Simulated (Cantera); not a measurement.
What does this Cantera script print?

```python
import numpy as np
import cantera as ct

gas_names = [...]  # 114 gases of nasa_gas.yaml made of C, Fe, H, O
cond_names = """
    C(gr) C6H6(L) C7H8(L) C8H18(L),n-octa Fe(a) Fe(c) Fe(d) Fe(L) FeC5O5(L) FeO(s) FeO(L) Fe(OH)2(s)
    Fe(OH)3(s) Fe2O3(s) Fe3O4(s) H2O(s) H2O(L)
""".split()


# ... load() reads the species with a 1 bar reference pressure and builds the phases ...
atoms = {
    'Fe3O4': {'Fe': 3, 'O': 4},
    'CH4': {'C': 1, 'H': 4},
    'H2': {'H': 2},
}
top_T = {'C(gr)': 4500, 'Fe2O3(s)': 1830, 'Fe3O4(s)': 1870}  # K; cautious upper limits of use, not melting points


# ... equilibrate(T, P, feed) seeds the gas with the atoms and calls Mixture.equilibrate('TP', solver="vcs", rtol=1e-11, max_steps=5000) ...
results = []
feed = {'Fe3O4': 1, 'CH4': 4.9, 'H2': 0.78}  # mol
P = 490000  # Pa
for T in [1373, 1473, 1573, 1673, 1773, 1873, 1973, 2073, 2173, 2273, 2373, 2473, 2573]:
    mix = equilibrate(T, P, feed)
    results.append((T, P, feed, dict(zip(mix.species_names, mix.species_moles))))
    x = sorted(zip(gas.X, gas.species_names), reverse=True)
    print(f"T = {T:g} K  P = {P:g} Pa  gas = {mix.phase_moles(0):.4g} mol")
    print("   x: " + "  ".join(f"{s} {v:.3e}" for v, s in x if v > 0.0001))
    print("   condensed (mol): " + ("  ".join(f"{mix.phase(i).name} {mix.phase_moles(i):.4g}"
          for i in range(1, mix.n_phases) if mix.phase_moles(i) > 1e-12) or "none"))
```

Output:

```
T = 1373 K  P = 490000 Pa  gas = 14.33 mol
   x: H2 7.092e-01  CO 2.731e-01  CH4 1.241e-02  H2O 4.443e-03  CO2 8.307e-04
   condensed (mol): C(gr) 0.7976  Fe(c) 3
T = 1473 K  P = 490000 Pa  gas = 14.44 mol
   x: H2 7.159e-01  CO 2.744e-01  CH4 7.374e-03  H2O 2.016e-03  CO2 3.122e-04
   condensed (mol): C(gr) 0.8268  Fe(c) 3
T = 1573 K  P = 490000 Pa  gas = 14.5 mol
   x: H2 7.195e-01  CO 2.747e-01  CH4 4.654e-03  H2O 1.007e-03  CO2 1.329e-04
   condensed (mol): C(gr) 0.8484  Fe(c) 3
T = 1673 K  P = 490000 Pa  gas = 14.53 mol
   x: H2 7.215e-01  CO 2.747e-01  CH4 3.097e-03  H2O 5.462e-04
   condensed (mol): C(gr) 0.8624  Fe(d) 3
T = 1773 K  P = 490000 Pa  gas = 14.54 mol
   x: H2 7.226e-01  CO 2.746e-01  CH4 2.157e-03  H2O 3.176e-04  H 1.092e-04  C2H2,acetylene 1.012e-04
   condensed (mol): C(gr) 0.8704  Fe(d) 3
T = 1873 K  P = 490000 Pa  gas = 14.56 mol
   x: H2 7.231e-01  CO 2.746e-01  CH4 1.562e-03  H 2.479e-04  C2H2,acetylene 2.257e-04  H2O 1.960e-04
   condensed (mol): C(gr) 0.8733  Fe(L) 3
T = 1973 K  P = 490000 Pa  gas = 14.57 mol
   x: H2 7.231e-01  CO 2.745e-01  CH4 1.170e-03  H 5.183e-04  C2H2,acetylene 4.632e-04  H2O 1.271e-04
   condensed (mol): C(gr) 0.8708  Fe(L) 2.999
T = 2073 K  P = 490000 Pa  gas = 14.57 mol
   x: H2 7.226e-01  CO 2.743e-01  H 1.010e-03  CH4 9.010e-04  C2H2,acetylene 8.855e-04  Fe 1.638e-04
   condensed (mol): C(gr) 0.8616  Fe(L) 2.998
T = 2173 K  P = 490000 Pa  gas = 14.59 mol
   x: H2 7.212e-01  CO 2.741e-01  H 1.851e-03  C2H2,acetylene 1.591e-03  CH4 7.107e-04  Fe 4.407e-04
   condensed (mol): C(gr) 0.843  Fe(L) 2.994
T = 2273 K  P = 490000 Pa  gas = 14.61 mol
   x: H2 7.186e-01  CO 2.737e-01  H 3.217e-03  C2H2,acetylene 2.709e-03  Fe 1.081e-03  CH4 5.714e-04
   condensed (mol): C(gr) 0.8116  Fe(L) 2.984
T = 2373 K  P = 490000 Pa  gas = 14.65 mol
   x: H2 7.142e-01  CO 2.731e-01  H 5.332e-03  C2H2,acetylene 4.393e-03  Fe 2.446e-03  CH4 4.662e-04
   condensed (mol): C(gr) 0.7626  Fe(L) 2.964
T = 2473 K  P = 490000 Pa  gas = 14.71 mol
   x: H2 7.071e-01  CO 2.719e-01  H 8.471e-03  C2H2,acetylene 6.818e-03  Fe 5.157e-03  CH4 3.842e-04
   condensed (mol): C(gr) 0.6902  Fe(L) 2.924
T = 2573 K  P = 490000 Pa  gas = 14.82 mol
   x: H2 6.963e-01  CO 2.699e-01  H 1.295e-02  Fe 1.022e-02  C2H2,acetylene 1.015e-02  CH4 3.179e-04  CH3 1.045e-04
   condensed (mol): C(gr) 0.5876  Fe(L) 2.849
```

Equilibrium computed with Cantera from the NASA thermochemical tables; the gas is ideal and each condensed phase is pure. Iron dissolves carbon and melts from about 1420 K in contact with it, which pure phases cannot show. Condensed phases not in the tables: cementite and carbon dissolved in iron.
